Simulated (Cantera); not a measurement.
An isothermal, constant-pressure homogeneous reactor starts with CH₄ : H₂O : H₂ = 1 : 1.5 : 0.81 (molar parts), at 1650 K and 9.87 atm.

Cantera simulation using GRI-Mech 3.0 (53 species, 325 reactions); the numbers are that mechanism's predictions, not measurements.

Q: Predict: x(CH₄) at 20.0 s; x(H₂O) at 20.0 s; x(H₂) at 20.0 s; x(CO) at 20.0 s; x(CH₃) at 20.0 s; x(H) at 20.0 s.

A: 
```json
{
  "x(CH₄) at 20.0 s": "0.00497 (gas-phase equilibrium 6.60e-5)",
  "x(H₂O) at 20.0 s": "0.0929 (gas-phase equilibrium 0.0874)",
  "x(H₂) at 20.0 s": "0.717 (gas-phase equilibrium 0.724)",
  "x(CO) at 20.0 s": "0.178 (gas-phase equilibrium 0.181)",
  "x(CH₃) at 20.0 s": "3.45e-6 (gas-phase equilibrium 4.55e-8)",
  "x(H) at 20.0 s": "2.45e-5 (gas-phase equilibrium 2.46e-5)"
}
```
